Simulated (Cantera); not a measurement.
Feed: 1 mol MgCO3, 0.049 mol H2O, at 7.60 mbar.

Method: chemical equilibrium by Gibbs-energy minimisation in Cantera with the NASA 1993 tables (ideal gas, pure condensed phases). Candidate condensed phases: C, C6H6, C7H8, C8H18, H2O, Mg, MgCO3, MgO, Mg(OH)2; 116 gas species. Equilibrium is a limit: real reactors are often held back by kinetics, nucleation or transport. All values below are at 1573 K.

Base state: CO2 0.948, H2O 0.0465, CO 0.00357, O2 0.00179, OH 0.000101, H2 6.06e-5 (mole fractions); condensed: MgO(s).

### Question
What changes in the equilibrium state with this change: H2O from 0.049 to 2.8 mol?

### Answer
```
species       before    after
-----------  -------  -------
H2O           0.0465    0.734
CO2            0.948    0.262
CO           0.00357  0.00124
H2           6.06e-5  0.00120
H            3.63e-6  1.62e-5
MgO(s), mol     1.00    1.000
```

### Question
What changes in the equilibrium state with this change: pressure from 7.60 mbar to 69.0 Pa?

### Answer
```json
[
 {"species": "CO2", "before": "0.948", "after": "0.941"},
 {"species": "H2O", "before": "0.0465", "after": "0.0463"},
 {"species": "CO", "before": "0.00357", "after": "0.00791"},
 {"species": "O2", "before": "0.00179", "after": "0.00396"},
 {"species": "H", "before": "3.63e-6", "after": "1.79e-5"},
 {"species": "O", "before": "5.07e-6", "after": "2.50e-5"},
 {"species": "H2", "before": "6.06e-5", "after": "0.000134"},
 {"species": "OH", "before": "0.000101", "after": "0.000223"},
 {"species": "MgO(s), mol", "before": "1.00", "after": "1.00"}
]
```
